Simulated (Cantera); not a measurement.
An isothermal plug-flow reactor at 725 K and 1.01 bar (inlet), inlet velocity 1.2 m/s, active area per volume 2000 1/m; feed CO : O₂ : N₂ : H₂O = 0.0052 : 0.011 : 0.79 : 0.0051 (molar parts), equivalence ratio 0.24.

Cantera simulation using Deutschmann's 1995 Pt surface mechanism with GRI-Mech 3.0 gas chemistry; the numbers are that mechanism's predictions, not measurements. Catalytic surfaces can have several steady states; this one follows from the mechanism file's or the stated starting coverage. Mass transfer to the wall is taken as infinitely fast.

```csv
quantity,before,after
x(CO) at z = 0.0072 m,9.51e-6,<1e-12
x(O₂) at z = 0.0072 m,0.0104,0.0104
x(H₂O) at z = 0.0072 m,0.00631,0.00631
x(CO₂) at z = 0.0072 m,0.00642,0.00643
θ(free Pt) at the exit,0.0327,0.164
θ(O*) at the exit,0.965,0.834
θ(OH*) at the exit,0.00235,0.00219
```

Problem. Which change was made?
A) CO 0.0052 to 0.004 parts
B) CO 0.0052 to 0.0022 parts
C) O2 0.011 to 0.026 parts
D) temperature 725 to 875 K

Solution. D, temperature 725 to 875 K
